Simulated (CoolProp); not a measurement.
Properties of ammonia along the isobar 9940 kPa (Tc = 405.6 K, pc = 11360 kPa, ω = 0.256).

Computed with CoolProp (reference Helmholtz-energy equation of state, Gao 2020).

```csv
T (K),phase,Z,cp (kJ/(kg K)),Joule-Thomson coefficient (K/MPa),conductivity (mW/(m K))
384.8,liquid,0.1215,7.430,0.7117,268
412.6,gas,0.5919,7.284,7.661,74.8
440.4,gas,0.7172,[?],6.756,62.5
468.3,gas,0.7881,3.740,5.866,61.5
496.1,gas,0.8356,3.402,[?],63.4
523.9,gas,0.8699,3.223,4.440,[?]
551.7,gas,0.8958,3.121,3.887,70.0
579.5,gas,0.9157,3.064,3.419,73.5
607.3,gas,0.9315,3.034,3.021,[?]
635.2,gas,0.9442,3.023,2.680,79.7
663,gas,0.9545,[?],2.389,82.1
```

Task: What belongs in the gaps?

Result: 
- 440.4, cp (kJ/(kg K)): 4.501
- 496.1, Joule-Thomson coefficient (K/MPa): 5.094
- 523.9, conductivity (mW/(m K)): 66.5
- 607.3, conductivity (mW/(m K)): 76.8
- 663, cp (kJ/(kg K)): 3.025

Thermal conductivity comes from a separate model (Tufeu 1984).
